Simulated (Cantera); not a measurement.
# Transport properties of process gases

Gas mixture: 100 % O2, at 1.00 bar, frozen composition.

Cantera's kinetic-theory transport with the Lennard-Jones parameters of GRI-Mech 3.0, ideal gas; thermal conductivity in the mixture-averaged form.

```
T (K)  ρ (kg/m³)  cp (J/kg/K)  μ (µPa s)  λ (mW/m/K)     Pr  D (cm²/s) O  D (cm²/s) N2  D (cm²/s) CH3
-----  ---------  -----------  ---------  ----------  -----  -----------  ------------  -------------
400        0.962        941.4       25.6        33.9  0.713        0.551         0.350          0.384
650        0.592         1017       36.0        51.6  0.709         1.26         0.802          0.887
900        0.428         1074       44.7        67.6  0.710         2.17          1.38           1.54
1150       0.335         1109       52.5        82.2  0.708         3.26          2.08           2.32
1400       0.275         1134       59.7        95.7  0.707         4.52          2.89           3.22
1650       0.233         1155       66.4         108  0.707         5.93          3.80           4.23
1900       0.203         1174       72.7         121  0.707         7.49          4.79           5.35
2150       0.179         1192       78.8         133  0.707         9.20          5.88           6.56
2400       0.160         1209       84.6         145  0.707         11.0          7.06           7.87
```
D: mixture-averaged diffusion coefficient of that species in the mixture.
